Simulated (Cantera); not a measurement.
# Equilibrium for silicon carbide growth: SiHCl3 + C2H4 + H2

Input: 1 mol SiHCl3, 0.13 mol C2H4, 6 mol H2, equilibrated at 1823.15 K and 1.00 Torr.

Cantera equilibrium calculation (NASA polynomials, part measured and part estimated; ideal gas, pure solids and liquids). Candidate condensed phases: C, C6H6, C7H8, C8H18, Si, SiC; 109 gas species. The tables' values for SiCl, SiCl3 are old estimates; treat these amounts as uncertain. Gases not in the tables: Si2H6 and higher silanes. Rates play no part.

```
Quantity                                   Result
--------------------------------------  ---------
x(H2)                                       0.714
x(HCl)                                      0.186
x(SiCl2)                                   0.0852
x(H)                                       0.0100
x(Cl)                                     0.00199
x(Si)                                     0.00196
x(SiCl)                                   0.00119
x(SiCl3)                                 0.000312
x(SiH)                                    6.46e-5
n(SiC(s))                               0.260 mol
gas amount                              8.331 mol
log10 activity of Si(l) (absent)            -0.23
log10 activity of C(graphite) (absent)      -1.34
```
